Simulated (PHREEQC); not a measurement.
Leach liquor: an equilibrium model

A solution holds 0.0019 mol HCl, 0.004 mol CuSO4 and 0.0037 mol Na2SO4 per kg of water, at 90 °C. Closed to the air; pH follows from the charge balance.

Model: ion-association model, phreeqc.dat, run in PHREEQC.

Precipitation was switched off in this run.

Question: Predict the pH, ionic strength, specific conductance.

Answer: pH 3.18; ionic strength 0.0214 mol/kgw; specific conductance 4660 µS/cm.

Question: In which forms is Cl present?

Answer: Cl- 95 %, CuCl+ 5.1 % of the Cl.

Away from 25 °C the constants follow the database's enthalpies or fits; those with neither stay at their 25 °C values.
